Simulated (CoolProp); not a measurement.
1-butene along the isobar 18300 kPa: Z from the reference equation and from simpler models built on Tc = 419.3 K, pc = 4006 kPa, ω = 0.192; each cubic takes its own stable root.

Computed with CoolProp (reference Helmholtz-energy equation of state, Lemmon 2005). It is a short technical equation, of lower accuracy than the large ones.

```tsv
T (K)	phase	reference	van der Waals	Redlich-Kwong	Peng-Robinson
361.2	liquid	0.6219	0.9011	0.6702	0.5895
372.8	liquid	0.6170	0.8857	0.6650	0.5864
384.5	liquid	0.6135	0.8717	0.6612	0.5849
396.1	liquid	0.6113	0.8593	0.6587	0.5851
407.7	liquid	0.6106	0.8481	0.6575	0.5870
419.3	supercritical	0.6112	0.8382	0.6577	0.5906
430.9	supercritical	0.6134	0.8295	0.6591	0.5960
442.5	supercritical	0.6171	0.8218	0.6618	0.6032
454.2	supercritical	0.6225	0.8153	0.6658	0.6122
465.8	supercritical	0.6296	0.8097	0.6709	0.6230
477.4	supercritical	0.6383	0.8052	0.6772	0.6354
489	supercritical	0.6487	0.8017	0.6846	0.6495
500.6	supercritical	0.6608	0.7991	0.6931	0.6648
512.3	supercritical	0.6744	0.7973	0.7026	0.6815
523.9	supercritical	0.6893	0.7965	0.7129	0.6988
```
